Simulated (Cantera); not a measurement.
**Equilibrium for silicon epitaxy and polysilicon growth: SiHCl3 + HCl + N2**

Charge: 1 mol SiHCl3, 0.7 mol HCl, 25 mol N2, held at 620 Pa.

These are equilibrium values from Cantera (NASA tables, ideal gas, pure condensed phases), not measurements of a reactor. Candidate condensed phases: NH4Cl, Si, Si3N4; 28 gas species. N2 is the only nitrogen source here; it is nearly inert below about 1500 K, so the nitride shown seldom forms there in practice. The tables' values for SiCl3, SiCl are old estimates; treat these amounts as uncertain. The numbers say what is thermodynamically allowed, not how fast it happens.

```json
[
 {"T (K)": "1123", "x N2": "0.920", "x HCl": "0.0550", "x SiCl2": "8.24e-5", "x SiCl4": "0.0204", "x SiCl3": "0.000367", "x H2": "0.00413", "x Cl": "4.11e-7", "x H": "3.48e-8", "n Si3N4(s)": "0.147"},
 {"T (K)": "1173", "x N2": "0.920", "x HCl": "0.0554", "x SiCl2": "0.000292", "x SiCl4": "0.0198", "x SiCl3": "0.000767", "x H2": "0.00394", "x Cl": "1.16e-6", "x H": "9.40e-8", "n Si3N4(s)": "0.146"},
 {"T (K)": "1223", "x N2": "0.919", "x HCl": "0.0556", "x SiCl2": "0.000922", "x SiCl4": "0.0189", "x SiCl3": "0.00148", "x H2": "0.00380", "x Cl": "2.97e-6", "x H": "2.35e-7", "n Si3N4(s)": "0.142"},
 {"T (K)": "1273", "x N2": "0.918", "x HCl": "0.0556", "x SiCl2": "0.00258", "x SiCl4": "0.0172", "x SiCl3": "0.00260", "x H2": "0.00375", "x Cl": "6.98e-6", "x H": "5.55e-7", "n Si3N4(s)": "0.132"},
 {"T (K)": "1323", "x N2": "0.916", "x HCl": "0.0551", "x SiCl2": "0.00635", "x SiCl4": "0.0142", "x SiCl3": "0.00405", "x H2": "0.00384", "x Cl": "1.50e-5", "x H": "1.25e-6", "n Si3N4(s)": "0.111"},
 {"T (K)": "1373", "x N2": "0.913", "x HCl": "0.0540", "x SiCl2": "0.0133", "x SiCl4": "0.00983", "x SiCl3": "0.00531", "x H2": "0.00421", "x Cl": "2.92e-5", "x H": "2.74e-6", "n Si3N4(s)": "0.0752"},
 {"T (K)": "1423", "x N2": "0.910", "x HCl": "0.0518", "x SiCl2": "0.0228", "x SiCl4": "0.00524", "x SiCl3": "0.00549", "x H2": "0.00506", "x Cl": "5.03e-5", "x H": "6.00e-6", "n Si3N4(s)": "0.0269"},
 {"T (K)": "1473", "x N2": "0.907", "x HCl": "0.0513", "x SiCl2": "0.0287", "x SiCl4": "0.00274", "x SiCl3": "0.00479", "x H2": "0.00518", "x Cl": "9.29e-5", "x H": "1.16e-5", "n Si3N4(s)": "0"},
 {"T (K)": "1523", "x N2": "0.906", "x HCl": "0.0535", "x SiCl2": "0.0301", "x SiCl4": "0.00182", "x SiCl3": "0.00429", "x H2": "0.00405", "x Cl": "0.000198", "x H": "1.87e-5", "n Si3N4(s)": "0"},
 {"T (K)": "1573", "x N2": "0.905", "x HCl": "0.0550", "x SiCl2": "0.0312", "x SiCl4": "0.00120", "x SiCl3": "0.00377", "x H2": "0.00326", "x Cl": "0.000395", "x H": "2.95e-5", "n Si3N4(s)": "0"},
 {"T (K)": "1623", "x N2": "0.904", "x HCl": "0.0560", "x SiCl2": "0.0321", "x SiCl4": "0.000768", "x SiCl3": "0.00325", "x H2": "0.00274", "x Cl": "0.000739", "x H": "4.59e-5", "n Si3N4(s)": "0"},
 {"T (K)": "1673", "x N2": "0.904", "x HCl": "0.0565", "x SiCl2": "0.0329", "x SiCl4": "0.000473", "x SiCl3": "0.00273", "x H2": "0.00244", "x Cl": "0.00129", "x H": "7.15e-5", "n Si3N4(s)": "0"},
 {"T (K)": "1723", "x N2": "0.903", "x HCl": "0.0566", "x SiCl2": "0.0336", "x SiCl4": "0.000274", "x SiCl3": "0.00222", "x H2": "0.00236", "x Cl": "0.00209", "x H": "0.000113", "n Si3N4(s)": "0"}
]
```
x: gas mole fraction; n: condensed amount in mol.

From 1123 K to 1423 K the condensed part is Si3N4(s). From 1473 K to 1723 K nothing is condensed. The main Si-bearing gas is SiCl4 at 1123 K and SiCl2 at 1723 K.
